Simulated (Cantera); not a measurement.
Feed: 1 mol MgF2, 0.15 mol HF, 8.3 mol H2.

Method: chemical equilibrium by Gibbs-energy minimisation in Cantera with the NASA 1993 tables (ideal gas, pure condensed phases). Candidate condensed phases: Mg, MgF2; 17 gas species. The numbers say what is thermodynamically allowed, not how fast it happens.

Task: What condenses at these points (T in K, P in Pa): (1598, 10); (998, 0.46); (1748, 0.46); (1223, 100000); (1598, 4600)?

Result: 
```tsv
T (K)	P in Pa	condensed phases	Mg condensed (%)
1598	10	gas only	0.0
998	0.46	MgF2	100.0
1748	0.46	gas only	0.0
1223	100000	MgF2	100.0
1598	4600	MgF2	92.8
```
